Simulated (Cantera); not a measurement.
Mixture: CH₄ : H₂ : O₂ : N₂ = 1 : 0.11 : 1.58 : 5.94 (molar parts), equivalence ratio 1.3, at 6.50 bar, adiabatic and at constant pressure. Ignition delay is the time to a rise of 400 K.

Cantera simulation using GRI-Mech 3.0 (53 species, 325 reactions); the numbers are that mechanism's predictions, not measurements. Below about 1000 K GRI-Mech 3.0 lacks low-temperature oxidation paths. Below about 950 K walls govern HO2 and H2O2 in real vessels.

Question: What does this change do: O2 1.58 to 2.2 parts?

Answer: 
```json
[
 {"quantity": "delay at 900 K", "before": "0.213 s", "after": "0.214 s"},
 {"quantity": "delay at 950 K", "before": "61.8 ms", "after": "59.9 ms"},
 {"quantity": "delay at 1000 K", "before": "23.0 ms", "after": "20.5 ms"},
 {"quantity": "delay at 1050 K", "before": "11.1 ms", "after": "8.88 ms"},
 {"quantity": "delay at 1100 K", "before": "6.46 ms", "after": "4.70 ms"},
 {"quantity": "delay at 1150 K", "before": "4.07 ms", "after": "2.79 ms"},
 {"quantity": "delay at 1200 K", "before": "2.63 ms", "after": "1.74 ms"},
 {"quantity": "apparent activation energy between 1100 and 1200 K", "before": "99 kJ/mol", "after": "110 kJ/mol"}
]
```
